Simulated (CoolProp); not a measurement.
Vapour-liquid equilibrium of benzene (1) + m-xylene (2) at 337.6 K; x and y are mole fractions of (1).

Values from CoolProp's multi-fluid Helmholtz-energy mixture model, Thol 2012 and Zhou 2012; pair parameters Bell 2016.

Q: Give the bubble pressure and the first vapour's composition at x = 0.5, 0.8, 0.95. Is there an azeotrope?

A: x = 0.5: 34.41 kPa, y = 0.879; x = 0.8: 50.25 kPa, y = 0.966; x = 0.95: 58.31 kPa, y = 0.993. No azeotrope shows between x = 0.05 and 0.95.

Pair parameters are fitted to limited data, so mixtures are less certain than the pure fluids. The gap from Raoult's law changes sign with composition, which may be real or a fault of the pair parameters; it wasn't checked against measurements.
